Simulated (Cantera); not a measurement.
A freely propagating, adiabatic, planar premixed flame of H2 : O2 : N2 = 1 : 0.515 : 1.94 (molar parts), unburnt at 675 K and 1.00 atm; mixture-averaged transport, grid criteria slope 0.08 and curve 0.16, no radiation.

Detailed kinetics in Cantera: the H2/O2 subset of GRI-Mech 3.0, which has no nitrogen chemistry. Burning velocities carry a grid error of a few per cent, more on coarse grids.

x: mole fraction of selected species; z is measured from the peak of heat release.

```tsv
z (mm)	T (K)	u (m/s)	x H2	x O2	x O	x H	x H2O2	x OH
-1.46	675	9.13	0.289	0.149	<1e-8	<1e-8	<1e-8	<1e-8
-0.975	675	9.13	0.289	0.149	<1e-8	<1e-8	<1e-8	<1e-8
-0.731	675	9.13	0.289	0.149	<1e-8	<1e-8	<1e-8	<1e-8
-0.488	675	9.13	0.289	0.149	<1e-8	9.74e-8	<1e-8	<1e-8
-0.244	684	9.23	0.287	0.149	7.90e-6	0.000183	1.59e-6	3.45e-5
-0.122	836	11.1	0.260	0.145	0.000353	0.00584	8.14e-6	0.000679
0	1262	16.2	0.150	0.105	0.00660	0.0408	5.27e-6	0.00441
0.122	[?]	20.0	[?]	[?]	0.0143	[?]	[?]	[?]
0.244	1736	21.7	0.0481	0.0345	0.0150	0.0563	1.67e-6	0.0155
0.488	1898	23.5	0.0461	0.0297	0.0132	0.0437	8.89e-7	0.0183
0.975	2067	25.3	0.0433	0.0257	0.0104	0.0310	5.04e-7	0.0200
1.95	2229	26.9	0.0383	0.0217	0.00742	0.0202	3.32e-7	0.0202
3.90	2369	28.3	[?]	[?]	[?]	[?]	[?]	0.0189
```

Problem. Some entries are withheld; supply them.

Solution. 
- 0.122, T (K): 1584
- 0.122, x H2: 0.0620
- 0.122, x O2: 0.0475
- 0.122, x H: 0.0620
- 0.122, x H2O2: 2.90e-6
- 0.122, x OH: 0.0119
- 3.90, x H2: 0.0318
- 3.90, x O2: 0.0180
- 3.90, x O: 0.00489
- 3.90, x H: 0.0122
- 3.90, x H2O2: 2.61e-7
